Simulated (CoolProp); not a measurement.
Vapour-liquid equilibrium of trans-2-butene (1) + ethanol (2) at 0.646 MPa; x and y are mole fractions of (1).

Computed with CoolProp (multi-fluid Helmholtz-energy mixture model, Lemmon 2005 and Schroeder 2014; pair parameters Bell 2016).

| x | bubble temperature, mixture model (K) | bubble temperature, Raoult's law (K) | y, mixture model | y, Raoult's law |
|---|---|---|---|---|
| 0.05 | [?] | 401.4 | 0.383 | 0.197 |
| 0.15 | [?] | 390.3 | [?] | 0.485 |
| 0.25 | 348.1 | 380.3 | 0.875 | 0.670 |
| 0.35 | 342.3 | 371.3 | 0.904 | 0.788 |
| 0.45 | 340.6 | 363.5 | 0.912 | 0.864 |
| 0.55 | [?] | 356.7 | 0.914 | 0.914 |
| 0.65 | 339.9 | 350.7 | 0.916 | 0.947 |
| 0.75 | 339.1 | 345.4 | 0.923 | 0.969 |
| 0.85 | [?] | 340.7 | 0.941 | 0.985 |
| 0.95 | 335.6 | 336.5 | 0.974 | 0.996 |

Q: What belongs in the gaps?

A: 
- 0.05, bubble temperature, mixture model (K): 391.0
- 0.15, bubble temperature, mixture model (K): 362.9
- 0.15, y, mixture model: 0.769
- 0.55, bubble temperature, mixture model (K): 340.3
- 0.85, bubble temperature, mixture model (K): 337.6

The largest gap from Raoult's law is -32.2 K in bubble temperature, at x = 0.25. No azeotrope shows between x = 0.05 and 0.95.

The pair parameters rest on a limited set of measurements; away from them the model extrapolates. With so large a gap from Raoult's law the liquid may split in two, which this calculation doesn't test in full.
